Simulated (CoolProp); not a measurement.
Vapour-liquid equilibrium of R1234yf (1) + R134a (2) at 2.38 bar; x and y are mole fractions of (1).

The numbers come from the multi-fluid Helmholtz-energy mixture model, Lemmon 2022 and Tillner-Roth 1994; pair parameters Bell 2022 in CoolProp.

```
x      bubble temperature, mixture model (K)  bubble temperature, Raoult's law (K)  y, mixture model  y, Raoult's law
-----  -------------------------------------  ------------------------------------  ----------------  ---------------
0.05                                   267.1                                 267.4             0.066            0.054
0.125                                  266.4                                 267.3             0.156            0.135
0.2                                    265.9                                 267.1             0.238            0.215
0.275                                  265.5                                 266.9             0.314            0.293
0.35                                   265.1                                 266.7             0.386            0.371
0.425                                  264.9                                 266.5             0.454            0.448
0.5                                    264.7                                 266.3             0.521            0.523
0.575                                  264.5                                 266.1             0.588            0.597
0.65                                   264.5                                 266.0             0.654            0.671
0.725                                  264.5                                 265.8             0.722            0.743
0.8                                    264.5                                 265.6             0.792            0.815
0.875                                  264.7                                 265.4             0.866            0.885
0.95                                   264.9                                 265.2             0.944            0.954
```

The largest gap from Raoult's law is -1.6 K in bubble temperature, at x = 0.5. y crosses x between x = 0.65 and 0.725: the model has an azeotrope there.

The pair parameters rest on a limited set of measurements; away from them the model extrapolates.
